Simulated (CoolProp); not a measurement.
Vapour-liquid equilibrium of dimethyl ether (1) + n-butane (2) at -36.85 °C; x and y are mole fractions of (1).

Model: multi-fluid Helmholtz-energy mixture model, Wu 2011 and Bücker 2006; pair parameters Bell 2016, in CoolProp.

Task: Give the bubble pressure and the first vapour's composition at x = 0.05, 0.2, 0.95. Is there an azeotrope?

Result: x = 0.05: 24.16 kPa, y = 0.215; x = 0.2: 34.38 kPa, y = 0.522; x = 0.95: 57.30 kPa, y = 0.965. No azeotrope shows between x = 0.05 and 0.95.

Pair parameters are fitted to limited data, so mixtures are less certain than the pure fluids.
